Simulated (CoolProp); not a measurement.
Saturated liquid density (kg/m³) of normal hydrogen: the reference equation beside estimates from Tc = 33.1 K, pc = 1296 kPa, ω = -0.219.

Model: reference Helmholtz-energy equation of state, Leachman 2009, in CoolProp.

```json
[
 {"T (K)": "24.2", "reference": "65.91", "van der Waals": "52.66", "Soave-Redlich-Kwong": "69.98"},
 {"T (K)": "24.8", "reference": "65.01", "van der Waals": "51.74", "Soave-Redlich-Kwong": "68.45"},
 {"T (K)": "25.4", "reference": "64.07", "van der Waals": "50.78", "Soave-Redlich-Kwong": "66.86"},
 {"T (K)": "25.9", "reference": "63.25", "van der Waals": "49.94", "Soave-Redlich-Kwong": "65.50"},
 {"T (K)": "26.5", "reference": "62.21", "van der Waals": "48.90", "Soave-Redlich-Kwong": "63.80"},
 {"T (K)": "27.1", "reference": "61.12", "van der Waals": "47.81", "Soave-Redlich-Kwong": "62.03"},
 {"T (K)": "27.7", "reference": "59.95", "van der Waals": "46.66", "Soave-Redlich-Kwong": "60.17"},
 {"T (K)": "28.3", "reference": "58.70", "van der Waals": "45.43", "Soave-Redlich-Kwong": "58.22"},
 {"T (K)": "28.8", "reference": "57.59", "van der Waals": "44.35", "Soave-Redlich-Kwong": "56.50"},
 {"T (K)": "29.4", "reference": "56.14", "van der Waals": "42.97", "Soave-Redlich-Kwong": "54.33"},
 {"T (K)": "30", "reference": "54.54", "van der Waals": "41.47", "Soave-Redlich-Kwong": "51.99"},
 {"T (K)": "30.6", "reference": "52.74", "van der Waals": "39.82", "Soave-Redlich-Kwong": "49.44"},
 {"T (K)": "31.2", "reference": "50.64", "van der Waals": "37.96", "Soave-Redlich-Kwong": "46.60"},
 {"T (K)": "31.7", "reference": "48.56", "van der Waals": "36.17", "Soave-Redlich-Kwong": "43.93"},
 {"T (K)": "32.3", "reference": "45.33", "van der Waals": "33.57", "Soave-Redlich-Kwong": "40.08"}
]
```

Absolute difference from the reference over all 15 rows, mean and median: van der Waals 22.8 and 22.6 %, Soave-Redlich-Kwong 4.7 and 4.4 %.
